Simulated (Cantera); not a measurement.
An isothermal, constant-pressure homogeneous reactor starts with CH4 : N2 = 1 : 10 (molar parts), at 1800 K and 0.0237 atm. Integrator tolerance rtol = 1e-08.

Cantera simulation using GRI-Mech 3.0 (53 species, 325 reactions); the numbers are that mechanism's predictions, not measurements. GRI-Mech 3.0 stops at C3 and has no aromatics, soot or wall deposition, so with more carbon than oxygen in the feed, carbon stays in small species such as C2H2 where larger ones or solid carbon would form. Radical loss at walls, strong at low pressure, is not modelled.

Question: What does this change do: pressure from 0.0237 atm to 0.0484 atm?

Answer: 
| quantity | before | after |
|---|---|---|
| x(CH4) at 1.00 s | 0.000460 (gas-phase equilibrium 6.60e-6) | 0.000296 (gas-phase equilibrium 1.35e-5) |
| x(H2) at 1.00 s | 0.124 (gas-phase equilibrium 0.125) | 0.124 (gas-phase equilibrium 0.125) |
| x(C2H4) at 1.00 s | 3.47e-6 (gas-phase equilibrium 8.15e-7) | 6.06e-6 (gas-phase equilibrium 1.67e-6) |
| x(CH3) at 1.00 s | 5.34e-5 (gas-phase equilibrium 8.77e-7) | 2.68e-5 (gas-phase equilibrium 1.25e-6) |
| x(HCN) at 1.00 s | 2.73e-5 (gas-phase equilibrium 0.0598) | 2.61e-5 (gas-phase equilibrium 0.0598) |

Question: What does this change do: pressure from 0.0237 atm to 0.000178 atm?

Answer: 
| quantity | before | after |
|---|---|---|
| x(CH4) at 1.00 s | 0.000460 (gas-phase equilibrium 6.60e-6) | 0.0873 (gas-phase equilibrium 4.65e-8) |
| x(H2) at 1.00 s | 0.124 (gas-phase equilibrium 0.125) | 0.00277 (gas-phase equilibrium 0.120) |
| x(C2H4) at 1.00 s | 3.47e-6 (gas-phase equilibrium 8.15e-7) | 0.000680 (gas-phase equilibrium 5.85e-9) |
| x(CH3) at 1.00 s | 5.34e-5 (gas-phase equilibrium 8.77e-7) | 0.00165 (gas-phase equilibrium 7.28e-8) |
| x(HCN) at 1.00 s | 2.73e-5 (gas-phase equilibrium 0.0598) | 2.36e-9 (gas-phase equilibrium 0.0595) |
